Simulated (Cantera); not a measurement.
Cantera run:

```python
import numpy as np
import cantera as ct

gas_names = [...]  # 136 gases of nasa_gas.yaml made of C, H, N, O
cond_names = """
    C(gr) C6H6(L) C7H8(L) C8H18(L),n-octa H2O(s) H2O(L)
""".split()


# ... load() reads the species with a 1 bar reference pressure and builds the phases ...
atoms = {
    'CO': {'C': 1, 'O': 1},
    'CO2': {'C': 1, 'O': 2},
    'NH3': {'N': 1, 'H': 3},
}
top_T = {'C(gr)': 4500}  # K; cautious upper limits of use, not melting points


# ... equilibrate(T, P, feed) seeds the gas with the atoms and calls Mixture.equilibrate('TP', solver="vcs", rtol=1e-11, max_steps=5000) ...
results = []
feed = {'CO': 1, 'CO2': 1.5, 'NH3': 0.013}  # mol
T = 1400  # K
P = 1333.22  # Pa
mix = equilibrate(T, P, feed)
results.append((T, P, feed, dict(zip(mix.species_names, mix.species_moles))))
x = sorted(zip(gas.X, gas.species_names), reverse=True)
print(f"T = {T:g} K  P = {P:g} Pa  gas = {mix.phase_moles(0):.4g} mol")
print("   x: " + "  ".join(f"{s} {v:.3e}" for v, s in x if v > 1e-05))
print("   condensed (mol): " + ("  ".join(f"{mix.phase(i).name} {mix.phase_moles(i):.4g}"
      for i in range(1, mix.n_phases) if mix.phase_moles(i) > 1e-12) or "none"))
```

Result:

```
T = 1400 K  P = 1333.22 Pa  gas = 2.526 mol
   x: CO2 5.880e-01  CO 4.018e-01  H2O 5.871e-03  N2 2.573e-03  H2 1.848e-03
   condensed (mol): none
```

Equilibrium computed with Cantera from the NASA thermochemical tables; the gas is ideal and each condensed phase is pure.
